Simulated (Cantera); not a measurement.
A perfectly stirred reactor is fed with NO : N2 = 1 : 4.6 (molar parts), at 13.5 Torr; it is held at 2050 K, and followed from long to short residence time.

Model: GRI-Mech 3.0 (53 species, 325 reactions), integrated in Cantera. Radical loss at walls, strong at low pressure, is not modelled.

Q: What does this change do: temperature 2050 to 1450 K?

A: 
```tsv
quantity	before	after
x(NO) at τ = 5.80 s	0.116	0.179
x(N2) at τ = 5.80 s	0.852	0.821
x(N2O) at τ = 5.80 s	4.49e-6	5.99e-6
x(NO2) at τ = 5.80 s	9.36e-6	5.84e-6
x(O) at τ = 5.80 s	0.00133	4.49e-7
x(NO) at τ = 85.0 ms	0.178	0.179
x(N2) at τ = 85.0 ms	0.822	0.821
x(N2O) at τ = 85.0 ms	1.25e-5	2.25e-7
x(NO2) at τ = 85.0 ms	1.32e-6	1.26e-7
x(O) at τ = 85.0 ms	0.000132	1.07e-7
```

Q: What does this change do: temperature 2050 to 2125 K?

A: 
```
quantity                 before     after
---------------------  --------  --------
x(NO) at τ = 5.80 s       0.116    0.0742
x(N2) at τ = 5.80 s       0.852     0.872
x(N2O) at τ = 5.80 s    4.49e-6   1.71e-6
x(NO2) at τ = 5.80 s    9.36e-6   6.94e-6
x(O) at τ = 5.80 s      0.00133   0.00275
x(NO) at τ = 85.0 ms      0.178     0.178
x(N2) at τ = 85.0 ms      0.822     0.822
x(N2O) at τ = 85.0 ms   1.25e-5   1.36e-5
x(NO2) at τ = 85.0 ms   1.32e-6   1.26e-6
x(O) at τ = 85.0 ms    0.000132  0.000228
```
